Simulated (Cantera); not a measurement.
A perfectly stirred reactor is fed with N2O : H2 : N2 = 1 : 0.0092 : 1.2 (molar parts), at 20.0 Torr; it is held at 1425 K, and followed from long to short residence time.

Computed with Cantera and GRI-Mech 3.0 (53 species, 325 reactions). GRI-Mech 3.0 was tuned for natural gas; its chemistry of N2O as a main component is partial and can be far from experiment. Radical loss at walls, strong at low pressure, is not modelled. The temperature is held fixed by assumption; the heat of reaction is taken as removed at once.

### Question
Predict: x(N2O) at τ = 2.90 s; x(H2) at τ = 2.90 s; x(HO2) at τ = 2.90 s; x(H2O) at τ = 2.90 s; x(O2) at τ = 2.90 s; x(N2O) at τ = 45.0 ms; x(H2) at τ = 45.0 ms; x(HO2) at τ = 45.0 ms; x(H2O) at τ = 45.0 ms; x(O2) at τ = 45.0 ms.

### Answer
| Property | Value |
|---|---|
| x(N2O) at τ = 2.90 s | 0.144 |
| x(H2) at τ = 2.90 s | 2.29e-5 |
| x(HO2) at τ = 2.90 s | 1.09e-7 |
| x(H2O) at τ = 2.90 s | 0.00360 |
| x(O2) at τ = 2.90 s | 0.101 |
| x(N2O) at τ = 45.0 ms | 0.435 |
| x(H2) at τ = 45.0 ms | 0.000861 |
| x(HO2) at τ = 45.0 ms | 5.69e-6 |
| x(H2O) at τ = 45.0 ms | 0.00323 |
| x(O2) at τ = 45.0 ms | 0.00469 |
